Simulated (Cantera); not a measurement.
## Low-pressure radical oxidation in H2/O2

A perfectly stirred reactor is fed with 20.0 % H₂, 80.0 % O₂, equivalence ratio 0.12, at 10.00 Torr; it is held at 1423 K, and followed from long to short residence time.

Cantera simulation using the H2/O2 subset of GRI-Mech 3.0, which has no nitrogen chemistry; the numbers are that mechanism's predictions, not measurements. Radical loss at walls, strong at low pressure, is not modelled. The temperature is held fixed by assumption; the heat of reaction is taken as removed at once.

```json
[
 {"τ (s)": "12", "x H₂": "0.000161", "x O₂": "0.776", "x H": "7.22e-5", "x O": "0.00107", "x H₂O₂": "4.43e-8", "x H₂O": "0.221"},
 {"τ (s)": "1.8", "x H₂": "0.000564", "x O₂": "0.772", "x H": "0.000485", "x O": "0.00381", "x H₂O₂": "8.46e-8", "x H₂O": "0.218"},
 {"τ (s)": "0.28", "x H₂": "0.00185", "x O₂": "0.762", "x H": "0.00298", "x O": "0.0128", "x H₂O₂": "1.43e-7", "x H₂O": "0.212"},
 {"τ (s)": "0.045", "x H₂": "0.00516", "x O₂": "0.735", "x H": "0.0147", "x O": "0.0369", "x H₂O₂": "1.97e-7", "x H₂O": "0.195"},
 {"τ (s)": "0.0070", "x H₂": "0.0102", "x O₂": "0.694", "x H": "0.0405", "x O": "0.0717", "x H₂O₂": "2.05e-7", "x H₂O": "0.166"},
 {"τ (s)": "0.0011", "x H₂": "0.0189", "x O₂": "0.682", "x H": "0.0547", "x O": "0.0795", "x H₂O₂": "2.18e-7", "x H₂O": "0.145"},
 {"τ (s)": "0.00017", "x H₂": "0.0588", "x O₂": "0.710", "x H": "0.0503", "x O": "0.0534", "x H₂O₂": "2.41e-7", "x H₂O": "0.105"}
]
```
x: mole fraction; the columns are a selection and need not sum to one.
